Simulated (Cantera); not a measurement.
Charge: 1 mol Al, 1.8 mol Cl2, equilibrated at 25000 Pa.

Cantera equilibrium calculation (NASA polynomials, part measured and part estimated; ideal gas, pure solids and liquids). Candidate condensed phases: Al, AlCl3; 8 gas species. The numbers say what is thermodynamically allowed, not how fast it happens. All values below are at 1323 K.

Base state: AlCl3 0.763, Cl2 0.222, Cl 0.0143, Al2Cl6 0.000530 (mole fractions); condensed: gas only.

### Question
What changes in the equilibrium state with this change: pressure from 25000 Pa to 1000 Pa?

### Answer
```
species    before    after
-------  --------  -------
AlCl3       0.763    0.744
Cl2         0.222    0.190
Cl         0.0143   0.0662
Al2Cl6   0.000530  2.01e-5
```
